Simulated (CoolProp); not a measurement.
A simple Rankine cycle with tetrahydrofuran: condensing at 288.15 K, boiler at 3.39 MPa, turbine inlet 512.8 K, turbine efficiency 0.8, pump efficiency 0.6, no recuperator. Each further row changes one setting.

Computed with CoolProp (reference Helmholtz-energy equation of state, Fiedler 2023).

```csv
case,thermal efficiency (%),net work (kJ/kg),heat in (kJ/kg),turbine exit temperature (K),volume ratio over the turbine
as stated,25.6,181,705,?,266
turbine inlet 532.8 K,25.9,196,755,376.4,247
condensing temperature 280.15 K,26.7,?,718,341.3,384
boiler pressure 2.37 MPa,25.0,?,737,372.3,160
turbine efficiency 0.7,22.3,157,705,?,279
```

Q: What belongs in the gaps?

A: 
- as stated, turbine exit temperature (K): 350.2
- condensing temperature 280.15 K, net work (kJ/kg): 192
- boiler pressure 2.37 MPa, net work (kJ/kg): 184
- turbine efficiency 0.7, turbine exit temperature (K): 367.9
